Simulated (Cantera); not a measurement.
# Ignition delay

Mixture: 14.7 % CO, 13.1 % H2, 15.2 % O2, 56.9 % N2, equivalence ratio 0.92, at 30.0 bar, adiabatic and at constant volume. Ignition delay is the time to a rise of 400 K.

Computed with Cantera and GRI-Mech 3.0 (53 species, 325 reactions). The hydrogen kinetics of GRI-Mech 3.0 are dated; newer H2 mechanisms differ, most at raised pressure. The pressure lies above the range GRI-Mech 3.0 was tuned for (to about 10 atm).

```json
[
 {"T0 (K)": "1350", "delay (ms)": "0.00484"},
 {"T0 (K)": "1425", "delay (ms)": "0.00172"},
 {"T0 (K)": "1500", "delay (ms)": "0.000895"},
 {"T0 (K)": "1575", "delay (ms)": "0.000584"},
 {"T0 (K)": "1650", "delay (ms)": "0.000429"}
]
```

| Property | Value |
|---|---|
| apparent activation energy between 1500 and 1650 K | 100 kJ/mol |
